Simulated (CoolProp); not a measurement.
Aqueous potassium acetate as a coolant, at 29 °C, 1 atm.

Model: Melinder's fits for secondary coolants, in CoolProp.

```csv
mass %,freezing point (°C),conductivity (W/(m K)),Prandtl number,cp (kJ/(kg K)),density (kg/m³)
1.7,-0.6,0.607,5.76,4.115,1007
4.7,-1.8,0.597,6.14,4.006,1023
7.7,-3.3,0.586,6.57,3.903,1037
10.6,-4.9,0.576,7.02,3.809,1051
13.6,-6.6,0.566,7.54,3.716,1065
16.6,-8.6,0.555,8.10,3.626,1080
19.5,-10.8,0.546,8.71,3.541,1095
22.5,-13.5,0.536,9.42,3.455,1111
25.5,-16.8,0.526,10.2,3.372,1128
28.4,-20.7,0.517,11.2,3.292,1145
31.4,-25.4,0.507,12.3,3.210,1162
34.4,-30.8,0.498,13.7,3.130,1179
```
